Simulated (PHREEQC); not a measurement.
Solution (20 °C): 0.028 mol BaBr2 per kg of water. Closed to the air; pH follows from the charge balance.

Computed with PHREEQC (ion-association model, phreeqc.dat).

ionic strength: 0.0840 mol/kgw
specific conductance: 5430 µS/cm
density: 1.005 g/cm³

| species | molality | activity | log γ |
|---|---|---|---|
| Br- | 0.0560 | 0.0431 | -0.114 |
| Ba+2 | 0.0280 | 0.0108 | -0.412 |
| H+ | 1.05e-7 | 8.79e-8 | -0.079 |
| OH- | 1.00e-7 | 7.78e-8 | -0.110 |
| BaOH+ | 5.25e-9 | 4.17e-9 | -0.099 |

Precipitation was switched off in this run. Complexes and solids missing from the database can't appear.
